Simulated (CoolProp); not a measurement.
A closed Brayton cycle with carbon dioxide: compressor inlet 310.15 K and 8.7 MPa, high pressure 23.1 MPa, turbine inlet 795 K, compressor efficiency 0.85, turbine efficiency 0.85, recuperator effectiveness 0 (on enthalpy, no pinch check). Each further row changes one setting.

The numbers come from the reference Helmholtz-energy equation of state, Span 1996 in CoolProp.

```
case                           thermal efficiency (%)  net work (kJ/kg)  compressor to turbine work  compressor exit (K)  turbine exit (K)
-----------------------------  ----------------------  ----------------  --------------------------  -------------------  ----------------
as stated                                        13.8              89.8                        0.23                346.3             686.5
turbine inlet 745 K                              13.8              81.3                        0.24                346.3             640.3
compressor inlet 320.15 K                        13.3              72.4                        0.38                393.0             686.5
high pressure 19.6 MPa                           11.8              77.6                        0.21                339.7             704.3
recuperator effectiveness 0.5                    20.2              89.8                        0.23                346.3             686.5
```
